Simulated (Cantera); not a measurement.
Charge: 1 mol B2O3, 0.58 mol H2O, 2.1 mol N2, at 650 °C and 353 Torr.

These are equilibrium values from Cantera (NASA tables, ideal gas, pure condensed phases), not measurements of a reactor. Candidate condensed phases: B, BN, B2O3, B3O3H3, H2O; 39 gas species. Gases not in the tables: H3BO3. Kinetics and transport are ignored.

Q: What is the equilibrium state?

A: x(N2): 0.785
x(H2O): 0.212
x((HBO2)3): 0.00283
x(HBO2): 3.06e-6
n(B2O3(l)): 0.989 mol
gas amount: 2.676 mol
log10 activity of B(s) (absent): -23.05
log10 activity of B3O3H3(s) (absent): -40.83
